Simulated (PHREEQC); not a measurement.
Dissolve 1.4 mol/kgw NaCl and 2.8 mol/kgw CaCl2 at 20 °C. It is in equilibrium with CO2 at log p = -2 (atm). Otherwise closed; pH follows from the charge balance.

Model: Pitzer model, pitzer.dat, run in PHREEQC.

Each row changes one thing in this solution. No solid was allowed to form.

```csv
case,pH,HCO3- (mol/kgw),CO3-2 (mol/kgw)
as made,4.53,1.89e-6,3.92e-8
CaCl2 replaced by MnCl2 at the same molality,4.04,1.20e-5,?
NaCl from 1.4 to 2.8 mol/kgw,4.41,1.44e-6,1.93e-8
NaCl from 1.4 to 0.7 mol/kgw,4.59,2.15e-6,?
CaCl2 from 2.8 to 0.28 mol/kgw,4.73,1.37e-5,1.02e-9
NaCl left out,4.65,?,?
```

Task: Fill in the missing entries.

Result: 
- CaCl2 replaced by MnCl2 at the same molality, CO3-2 (mol/kgw): 3.15e-9
- NaCl from 1.4 to 0.7 mol/kgw, CO3-2 (mol/kgw): 5.58e-8
- NaCl left out, HCO3- (mol/kgw): 2.44e-6
- NaCl left out, CO3-2 (mol/kgw): 7.99e-8

Complexes and solids missing from the database can't appear. Some of these states are supersaturated (in Halite, for instance). In brines, pH and single-ion activities rest on the MacInnes convention.
